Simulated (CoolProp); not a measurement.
The numbers come from the reference Helmholtz-energy equation of state, Zhou 2012 in CoolProp.

Give the vapour pressure (MPa), liquid density (kg/m³), vapour density (kg/m³), liquid cp (kJ/(kg K)) of saturated ethylbenzene at 184.35, 201.65, 236.25 °C.


| T (°C) | p (MPa) | liquid density (kg/m³) | vapour density (kg/m³) | liquid cp (kJ/(kg K)) |
|---|---|---|---|---|
| 184.35 | 0.316 | 710 | 9.76 | 2.33 |
| 201.65 | 0.446 | 690 | 13.7 | 2.40 |
| 236.25 | 0.822 | 647 | 25.3 | 2.56 |
